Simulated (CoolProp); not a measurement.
Vapour-liquid equilibrium of ethylene (1) + propane (2) at 3.79 bar; x and y are mole fractions of (1).

Model: multi-fluid Helmholtz-energy mixture model, Smukala 2000 and Lemmon 2009; pair parameters Bell 2016, in CoolProp.

```
x     bubble temperature (K)  y at the bubble point  dew temperature at overall composition x (K)  liquid density (mol/L)
----  ----------------------  ---------------------  --------------------------------------------  ----------------------
0.05                   255.7                  0.307                                         264.5                   12.65
0.2                    233.0                  0.745                                         259.6                   13.81
0.35                   219.6                  0.883                                         254.0                   14.79
0.5                    211.1                  0.939                                         247.5                   15.70
0.65                   205.2                  0.967                                         239.4                   16.60
0.8                    200.7                  0.984                                         228.4                   17.52
0.95                   196.8                  0.996                                         209.0                   18.49
```

No azeotrope shows between x = 0.05 and 0.95.

Pair parameters are fitted to limited data, so mixtures are less certain than the pure fluids. The gap from Raoult's law changes sign with composition, which may be real or a fault of the pair parameters; it wasn't checked against measurements.
